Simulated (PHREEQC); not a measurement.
## Spent oxide etchant: an equilibrium model

Solution (20 °C): 0.097 mol NH4HF2, 0.02 mol (NH4)2SiF6, 0.0014 mol HBF4 and 0.21 mol HCl per kg of water. Closed to the air; pH follows from the charge balance.

The numbers come from PHREEQC with the ion-association model, phreeqc.dat.

Each row changes one thing in this solution. This is a speciation only: nothing precipitates in the calculation.

```csv
case,pH,ionic strength (mol/kgw),HF (mol/kgw),F- (mol/kgw),HF2- (mol/kgw),NH3 (mol/kgw),SI of Quartz (SiO2)
as made,1.03,0.275,0.189,0.00230,0.00158,3.59e-10,-7.66
HBF4 replaced by HF at the same molality,1.04,0.274,0.190,0.00234,0.00161,3.63e-10,-7.69
0.01 mol/kgw HF added,1.03,0.276,0.198,0.00242,0.00174,3.58e-10,-7.79
temperature from 20 to 15 °C,1.03,0.276,0.188,0.00249,0.00162,2.47e-10,-8.01
diluted 100-fold with water,2.78,0.00328,0.00158,0.000736,4.26e-6,3.07e-10,-0.20
NH4HF2 replaced by NH4HS at the same molality,1.05,0.269,0.00661,8.46e-5,2.03e-6,3.79e-10,+1.01
NH4HF2 left out,0.78,0.268,0.00783,5.39e-5,1.53e-6,5.95e-11,+1.11
```

Some of these states are supersaturated (in Quartz (slow to form), Chalcedony (slow to form), for instance). SiF6-2 is the database's only silicon fluoride. Real BF4- forms and hydrolyses slowly; the run takes it at equilibrium.
